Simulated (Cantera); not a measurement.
## Equilibrium for silicon nitride deposition: SiH2Cl2 + N2

Charge: 1 mol SiH2Cl2, 15 mol N2, at 1400 °C and 0.0975 Torr.

Equilibrium computed with Cantera from the NASA thermochemical tables; the gas is ideal and each condensed phase is pure. Candidate condensed phases: NH4Cl, Si, Si3N4; 28 gas species. The tables' values for SiCl, SiCl3, SiN are old estimates; treat these amounts as uncertain. The numbers say what is thermodynamically allowed, not how fast it happens.

The x(N2) is 0.878 and the x(SiCl2) is 0.0456. The x(H2) is 0.0455 and the x(HCl) comes out as 0.0240. The x(Si) is 0.00322. The x(H) is 0.00213 and the x(Cl) comes out as 0.000879. The x(SiCl) is 0.000803 and the x(SiCl3) comes out as 5.39e-5. The n(Si(s)) is 0.148 mol. The gas amount is 17.09 mol.
